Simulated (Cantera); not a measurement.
A closed system holds: 1 mol B₂H₆, 18 mol H₂O, 0.13 mol N₂, held at 2075 K and 65.0 Pa.

Method: chemical equilibrium by Gibbs-energy minimisation in Cantera with the NASA 1993 tables (ideal gas, pure condensed phases). The feed counts by its element totals alone. Kinetics and transport are ignored.

```json
[
 {"species": "H₂O", "before": "0.590", "after": "0.405"},
 {"species": "H₂", "before": "0.249", "after": "0.381"},
 {"species": "HBO₂", "before": "0.0810", "after": "0.122"},
 {"species": "OH", "before": "0.0141", "after": "0.00782"},
 {"species": "H", "before": "0.0521", "after": "0.0645"},
 {"species": "O₂", "before": "0.00215", "after": "0.000432"},
 {"species": "HBO", "before": "0.000244", "after": "0.000818"},
 {"species": "B₂O₃", "before": "0.00130", "after": "0.00429"},
 {"species": "BO", "before": "0.000691", "after": "0.00187"},
 {"species": "O", "before": "0.00212", "after": "0.000950"},
 {"species": "NO", "before": "7.97e-5", "after": "4.48e-5"}
]
```
Gas species are given as mole fractions.

Problem. Name the change that produced these shifts.
A. temperature from 2075 K to 1823 K
B. pressure from 65.0 Pa to 1.40 mbar
C. pressure from 65.0 Pa to 1.00 bar
D. H₂O from 18 to 10 mol

Solution. D, H₂O from 18 to 10 mol
